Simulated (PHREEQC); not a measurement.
Solution (25 °C): 0.15 mmol/kgw NaHCO3 and 1.5 mmol/kgw CaBr2. Closed to the air; pH follows from the charge balance.

All values are PHREEQC results (Pitzer model, pitzer.dat), not measurements.

Task: The ionic strength comes out as 0.00465 mol/kgw. What activity coefficients do Br-, Ca+2, CO3-2, Na+, HCO3- get?

Result: Br- 0.93, Ca+2 0.75, CO3-2 0.73, Na+ 0.93, HCO3- 0.94. Single-ion values are on the MacInnes scale.

Precipitation was switched off in this run. Complexes and solids missing from the database can't appear.
